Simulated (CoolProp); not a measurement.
Vapour-liquid equilibrium of R22 (1) + R142b (2) at 0.0024 MPa; x and y are mole fractions of (1).

Computed with CoolProp (multi-fluid Helmholtz-energy mixture model, Kamei 1995 and Lemmon 2006; pair parameters Bell 2016).

| x | bubble temperature, mixture model (K) | bubble temperature, Raoult's law (K) | y, mixture model | y, Raoult's law |
|---|---|---|---|---|
| 0.05 | 195.3 | 195.3 | 0.248 | 0.251 |
| 0.2 | 189.4 | 188.9 | 0.616 | 0.633 |
| 0.35 | 185.4 | 184.7 | 0.781 | 0.797 |
| 0.5 | 182.3 | 181.6 | 0.876 | 0.884 |
| 0.65 | 179.7 | 179.2 | 0.935 | 0.936 |
| 0.8 | 177.4 | 177.2 | 0.972 | 0.970 |
| 0.95 | 175.6 | 175.6 | 0.995 | 0.994 |

The largest gap from Raoult's law is +0.7 K in bubble temperature, at x = 0.35. No azeotrope shows between x = 0.05 and 0.95.

Pair parameters are fitted to limited data, so mixtures are less certain than the pure fluids.
